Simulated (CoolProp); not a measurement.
Fluorine along the isotherm 160.6 K: fugacity coefficient from the reference equation and from simpler models built on Tc = 144.4 K, pc = 52.40 bar, ω = 0.045; each cubic takes its own stable root.

Model: reference Helmholtz-energy equation of state, de Reuck 1990, in CoolProp.

```tsv
p (bar)	phase	reference	Redlich-Kwong	Soave-Redlich-Kwong
5.61	gas	0.9751	0.9734	0.9737
11.2	gas	[?]	0.9473	[?]
16.8	gas	0.9255	0.9214	0.9223
22.5	gas	0.9003	0.8955	0.8966
28.1	gas	0.8757	0.8702	[?]
33.7	gas	0.8513	0.8453	0.8470
39.3	gas	0.8270	0.8206	0.8226
44.9	gas	0.8030	0.7962	0.7984
50.5	gas	0.7790	0.7720	[?]
56.1	supercritical	0.7552	[?]	0.7509
61.8	supercritical	0.7312	0.7238	0.7270
67.4	supercritical	0.7076	0.7003	0.7038
73	supercritical	0.6842	0.6770	0.6809
78.6	supercritical	0.6609	0.6541	0.6585
```

Problem. What belongs in the gaps?

Solution. 
- 11.2, reference: 0.9503
- 11.2, Soave-Redlich-Kwong: 0.9478
- 28.1, Soave-Redlich-Kwong: 0.8716
- 50.5, Soave-Redlich-Kwong: 0.7746
- 56.1, Redlich-Kwong: 0.7480
